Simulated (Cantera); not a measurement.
Predominance diagram of Na at 552 °C against the partial pressures of O2 and S2 (log10, bar). Source: NASA polynomial tables (part measured, part estimated), evaluated in Cantera. Candidates: Na(l), Na2O(s), Na2O2(s), Na2S(s), Na2SO4(s). Only these pure phases compete in this equilibrium. Not in the tables: pyrosulfates.

```
log p(S2) \ log p(O2)
        columns: -52, -48.5, -44.9, -41.4, -37.9, -34.3, -30.8, -27.3, -23.7, -20.2, -16.7, -13.1, -9.6, -6.1, -2.5, 1
      0  A A A A A A A A A A A A A A A A
   -2.9  B B B B B B B B B C C A A A A A
   -5.8  B B B B B B B B B C C A A A A A
   -8.7  B B B B B B B B B C C A A A A A
  -11.6  B B B B B B B B B C C C A A A A
  -14.4  B B B B B B B B B C C C A A A A
  -17.3  B B B B B B B B B C C C C A A A
  -20.2  B B B B B B B B B C C C C A A A
  -23.1  B B B B B B B B B C C C C A A A
    -26  B B B B B B B B B C C C C C A A
```

A: out of reach (another gas would pass 10 bar, or a non-metal would condense); B: Na2S(s); C: Na2SO4(s).
